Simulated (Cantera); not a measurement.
A closed system holds: 1 mol SiC, 0.25 mol O2, 310 mol H2, equilibrated at 1898.15 K and 13300 Pa.

These are equilibrium values from Cantera (NASA tables, ideal gas, pure condensed phases), not measurements of a reactor. Candidate condensed phases: C, C6H6, C7H8, C8H18, H2O, Si, SiC, SiO2; 123 gas species. Gases not in the tables: Si2H6 and higher silanes. Rates play no part.

Base state: H2 0.996, H 0.00214, CO 0.000836, SiO 0.000773, Si 3.84e-5, SiH2 2.39e-5, SiH 1.22e-5 (mole fractions); condensed: SiC(s).

Q: What changes in the equilibrium state with this change: SiC replaced by Si?

A: 
```
species        before    after
-----------  --------  -------
H2              0.996    0.996
H             0.00214  0.00214
SiO          0.000773  0.00161
CO           0.000836        0
Si            3.84e-5  9.23e-5
SiH           1.22e-5  2.93e-5
SiH2          2.39e-5  5.74e-5
SiC(s), mol     0.736        0
Si(l), mol          0    0.444
```

Q: What changes in the equilibrium state with this change: pressure from 13300 Pa to 140 Pa?

A: 
| species | before | after |
|---|---|---|
| H2 | 0.996 | 0.976 |
| H | 0.00214 | 0.0207 |
| CO | 0.000836 | 0.00144 |
| Si | 3.84e-5 | 0.00126 |
| Si2C | 6.68e-7 | 2.18e-5 |
| C2H2 (acetylene) | 2.95e-6 | 2.45e-5 |
| SiO | 0.000773 | 0.000157 |
| SiH | 1.22e-5 | 4.05e-5 |
| SiC(s), mol | 0.736 | 0.526 |

Q: What changes in the equilibrium state with this change: SiC replaced by Si3N4?

A: 
```csv
species,before,after
H2,0.996,0.990
N2,0,0.00639
H,0.00214,0.00213
CO,0.000836,0
SiO,0.000773,0.00160
Si,3.84e-5,9.23e-5
SiH,1.22e-5,2.92e-5
"SiC(s), mol",0.736,0
"Si(l), mol",0,2.44
```
Further candidate phases: Si2N2O, Si3N4.
